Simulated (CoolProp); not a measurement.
R410A along the isobar 76.2 bar: fugacity coefficient from the reference equation and from simpler models built on Tc = 71.3 °C, pc = 49.01 bar, ω = 0.296; each cubic takes its own stable root.

Computed with CoolProp (reference Helmholtz-energy equation of state, Lemmon 2003). It is a pseudo-pure fit of the blend.

```
T (°C)          phase   reference  Redlich-Kwong  Peng-Robinson
------  -------------  ----------  -------------  -------------
-26.15         liquid     0.04638        0.07961        0.04769
-4.55          liquid     0.09483     (withheld)        0.09799
17.05          liquid  (withheld)         0.2234         0.1742
38.65          liquid      0.2668         0.3208     (withheld)
60.25          liquid      0.3858         0.4270         0.3958
81.85   supercritical  (withheld)         0.5321         0.5189
103.45  supercritical  (withheld)         0.6211     (withheld)
125.05  supercritical  (withheld)         0.6853         0.6878
146.65  supercritical      0.7491         0.7339         0.7420
```

**Question.** Some entries are withheld; supply them.

**Answer.** 
- -4.55, Redlich-Kwong: 0.1417
- 17.05, reference: 0.1682
- 38.65, Peng-Robinson: 0.2758
- 81.85, reference: 0.5139
- 103.45, reference: 0.6219
- 103.45, Peng-Robinson: 0.6180
- 125.05, reference: 0.6945
